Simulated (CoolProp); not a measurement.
20 sccm (0 °C, 1 atm) of nitrogen bubbles through liquid hexamethyldisiloxane (MM) at 288.4 K and leaves saturated at a total pressure of 0.0788 MPa (ideal gas phase). Each further row changes one setting.

The numbers come from the reference Helmholtz-energy equation of state, Thol 2016 in CoolProp.

```
case                      vapour pressure (kPa)  mole fraction of vapour  delivery (mg/min)  delivery (sccm)  change of delivery for a bath 1 K warmer (%)
------------------------  ---------------------  -----------------------  -----------------  ---------------  --------------------------------------------
as stated                                  3.33               (withheld)         (withheld)            0.883                                    (withheld)
bath temperature 293.4 K                   4.36               (withheld)         (withheld)             1.17                                    (withheld)
total pressure 0.158 MPa                   3.33               (withheld)         (withheld)            0.431                                           5.8
```

Problem. What belongs in the gaps?

Solution. 
- as stated, mole fraction of vapour: 0.0423
- as stated, delivery (mg/min): 6.39
- as stated, change of delivery for a bath 1 K warmer (%): 5.9
- bath temperature 293.4 K, mole fraction of vapour: 0.0553
- bath temperature 293.4 K, delivery (mg/min): 8.49
- bath temperature 293.4 K, change of delivery for a bath 1 K warmer (%): 5.7
- total pressure 0.158 MPa, mole fraction of vapour: 0.0211
- total pressure 0.158 MPa, delivery (mg/min): 3.12
